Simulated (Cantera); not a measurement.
Cantera run, input and output.

```python
import numpy as np
import cantera as ct

gas = ct.Solution("SiF4_NH3_mec.yaml", "gas")
gas.TPX = 2225, 29000, {'NH3': 1, 'N2': 1.6}
reactor = ct.IdealGasConstPressureReactor(gas, energy="off", clone=False)
net = ct.ReactorNet([reactor])
net.rtol, net.atol = 1e-08, 1e-18
show = ['NH3', 'H2', 'NH', 'N2H2', 'N']
times = np.geomspace(4e-06, 4, 12)

steps = ct.SolutionArray(gas, extra=["t"])
rows = []
print(f"{'t/s':>10s}{'T/K':>9s}{'P/Pa':>11s}" + "".join(f"{s:>11s}" for s in show))
for t in times:
    while net.time < t:
        t_next = net.step()
        steps.append(gas.state, t=t_next)
    rows.append([np.interp(t, steps.t, y) for y in (steps.T, steps.P, *steps(*show).X.T)])
    print(f"{t:10.3e}{rows[-1][0]:9.1f}{rows[-1][1]:11.4g}" + "".join(f"{x:11.3e}" for x in rows[-1][2:]))
rate = np.gradient(steps.T, steps.t)
print("integrator steps:", len(steps.t))
if steps.T.max() > steps.T[0] + 200:
    print(f"time of steepest temperature rise: {steps.t[rate.argmax()]:.4e} s")
gas.TPX = 2225, 29000, {'NH3': 1, 'N2': 1.6}
gas.equilibrate("TP")
print(f"equilibrium (TP): T = {gas.T:.1f} K  " + "  ".join(f"{s} {gas[s].X[0]:.3e}" for s in show))
```

Result:

```
       t/s      T/K       P/Pa        NH3         H2         NH       N2H2          N
 4.000e-06   2225.0    2.9e+04  3.845e-01  3.984e-05  2.719e-08  2.671e-09  1.433e-11
 1.404e-05   2225.0    2.9e+04  3.843e-01  1.474e-04  4.893e-07  4.881e-08  8.349e-10
 4.931e-05   2225.0    2.9e+04  3.834e-01  5.641e-04  6.489e-06  8.424e-07  2.453e-08
 1.732e-04   2225.0    2.9e+04  3.798e-01  3.288e-03  2.444e-05  5.683e-06  1.727e-07
 6.080e-04   2225.0    2.9e+04  3.668e-01  1.741e-02  3.392e-05  6.707e-06  7.113e-07
 2.135e-03   2225.0    2.9e+04  3.252e-01  6.282e-02  4.228e-05  5.535e-06  2.066e-06
 7.495e-03   2225.0    2.9e+04  2.187e-01  1.784e-01  4.438e-05  3.303e-06  3.632e-06
 2.632e-02   2225.0    2.9e+04  6.450e-02  3.457e-01  3.176e-05  8.061e-07  4.423e-06
 9.241e-02   2225.0    2.9e+04  7.983e-04  4.126e-01  6.997e-06  6.775e-09  4.206e-06
 3.245e-01   2225.0    2.9e+04  7.392e-06  4.112e-01  1.980e-07  3.444e-12  2.079e-07
 1.139e+00   2225.0    2.9e+04  1.629e-06  4.112e-01  4.364e-08  8.387e-13  4.584e-08
 4.000e+00   2225.0    2.9e+04  8.602e-07  4.112e-01  2.305e-08  7.428e-13  2.422e-08
integrator steps: 1729
equilibrium (TP): T = 2225.0 K  NH3 8.379e-07  H2 4.112e-01  NH 2.246e-08  N2H2 7.409e-13  N 2.359e-08
```

Computed with Cantera and the gas-phase N/H chemistry of the illustrative SiF4/NH3 mechanism in the Surface Chemkin manual (1991). Walls and surfaces, which speed up NH3 decomposition in real reactors, are not modelled.
